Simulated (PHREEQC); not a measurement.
Make-up at 25 °C: 0.044 mol/kgw HF and 0.037 mol/kgw Na2CO3. Closed to the air; pH follows from the charge balance.

All values are PHREEQC results (ion-association model, phreeqc.dat), not measurements.

**Question.** The ionic strength comes out as 0.0722 mol/kgw. What activity coefficients do CO3-2, HF2-, Na+, HCO3-, F- get?

**Answer.** CO3-2 0.43, HF2- 0.80, Na+ 0.80, HCO3- 0.81, F- 0.79.

No solid was allowed to form.
